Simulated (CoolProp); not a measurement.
Sulfur dioxide at 293.15 K and 0.0295 MPa is compressed adiabatically to 0.148 MPa with isentropic efficiency 0.6. Each further row changes one setting.

Values from CoolProp's reference Helmholtz-energy equation of state, Gao 2016.

```json
[
 {"case": "as stated", "work (kJ/kg)": "___", "final temperature (K)": "___", "final density (kg/m³)": "2.42"},
 {"case": "efficiency 1", "work (kJ/kg)": "72.2", "final temperature (K)": "___", "final density (kg/m³)": "___"},
 {"case": "efficiency 0.65", "work (kJ/kg)": "___", "final temperature (K)": "___", "final density (kg/m³)": "___"}
]
```

**Question.** Complete the blanks.

**Answer.** 
- as stated, work (kJ/kg): 120
- as stated, final temperature (K): 473.3
- efficiency 1, final temperature (K): 405.1
- efficiency 1, final density (kg/m³): 2.84
- efficiency 0.65, work (kJ/kg): 111
- efficiency 0.65, final temperature (K): 460.4
- efficiency 0.65, final density (kg/m³): 2.49
